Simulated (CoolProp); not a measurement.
Model: reference Helmholtz-energy equation of state, Schmidt 1985, in CoolProp.

### Question
For oxygen, give the phase and the cp (kJ/(kg K)), cv (kJ/(kg K)), Joule-Thomson coefficient (K/MPa), viscosity (µPa s) at 157.6 K and 0.0399 MPa.

### Answer
- 157.6 K and 0.0399 MPa: gas; cp 0.913, cv 0.651, Joule-Thomson coefficient 8.33, viscosity 11.9

Viscosity comes from a separate model (Lemmon 2004).
